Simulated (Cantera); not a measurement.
A closed system holds: 1 mol BCl₃, 0.38 mol H₂O, a varied amount of N₂, at 823.15 K and 97.5 Torr.

These are equilibrium values from Cantera (NASA tables, ideal gas, pure condensed phases), not measurements of a reactor. Candidate condensed phases: B, BN, B₂O₃, B₃O₃H₃, H₂O, NH₄Cl; 49 gas species. Equilibrium is a limit: real reactors are often held back by kinetics, nucleation or transport.

Task: At 66 mol N₂, list the 4 most abundant gas species with their mole fractions, and the condensed phases.

Result: N₂ 0.978, HCl 0.0113, BCl₃ 0.00975, B₃O₃Cl₃ 0.00131. Condensed: B₂O₃(l).
